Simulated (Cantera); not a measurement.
Ignition delay

Mixture: 4.68 % CH₄, 2.34 % CO, 12.0 % O₂, 60.9 % N₂, 20.1 % H₂O, equivalence ratio 0.88, at 3750 Torr, adiabatic and at constant pressure. Ignition delay is the time to a rise of 400 K.

Computed with Cantera and GRI-Mech 3.0 (53 species, 325 reactions).

```
T0 (K)  delay (ms)
------  ----------
1173          27.9
1223          14.3
1273          7.65
1323          4.22
1373          2.38
1423          1.36
```

```json
{
  "apparent activation energy between 1323 and 1423 K": "180 kJ/mol"
}
```
